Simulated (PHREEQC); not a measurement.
**Copper plating or etch bath: speciation**

Solution (25 °C): 180 mmol/kgw CuCl2 and 0.91 mmol/kgw HNO3. Closed to the air; pH follows from the charge balance.

Equilibrium calculation in PHREEQC: ion-association model, phreeqc.dat.

Precipitation was switched off in this run.

Task: Predict the pH.

Result: pH 3.16.

Task: In which forms is Cu present?

Result: Cu+2 81 %, CuCl+ 18 %, CuCl2 1.2 % of the Cu.

Species that the database lacks are ignored.
